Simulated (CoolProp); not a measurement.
cis-2-butene along the isobar 61.7 bar: Z from the reference equation and from simpler models built on Tc = 162.6 °C, pc = 42.36 bar, ω = 0.202; each cubic takes its own stable root.

The numbers come from the reference Helmholtz-energy equation of state, Lemmon 2005 in CoolProp. It is a short technical equation, of lower accuracy than the large ones.

| T (°C) | phase | reference |
|---|---|---|
| -18.65 | liquid | 0.2440 |
| -12.75 | liquid | 0.2406 |
| -6.85 | liquid | 0.2375 |
| -0.95 | liquid | 0.2345 |
| 4.95 | liquid | 0.2318 |
| 10.85 | liquid | 0.2292 |
| 16.75 | liquid | 0.2268 |
| 22.65 | liquid | 0.2246 |
| 28.55 | liquid | 0.2225 |
| 34.45 | liquid | 0.2206 |
| 40.35 | liquid | 0.2189 |
| 46.25 | liquid | 0.2173 |
| 52.15 | liquid | 0.2159 |
| 58.05 | liquid | 0.2146 |

### Question
How far does each simpler model (van der Waals, Redlich-Kwong, Soave-Redlich-Kwong, Peng-Robinson) lie from the reference over these 14 states: mean and median of the absolute difference, and the worst?

### Answer
- van der Waals: mean 57.8 %, median 57.8 %, worst +59.6 % at -18.65 °C and 61.7 bar
- Redlich-Kwong: mean 10.1 %, median 10.0 %, worst +11.1 % at 58.05 °C and 61.7 bar
- Soave-Redlich-Kwong: mean 7.7 %, median 7.6 %, worst +8.1 % at 58.05 °C and 61.7 bar
- Peng-Robinson: mean 4.6 %, median 4.6 %, worst -4.7 % at 22.65 °C and 61.7 bar
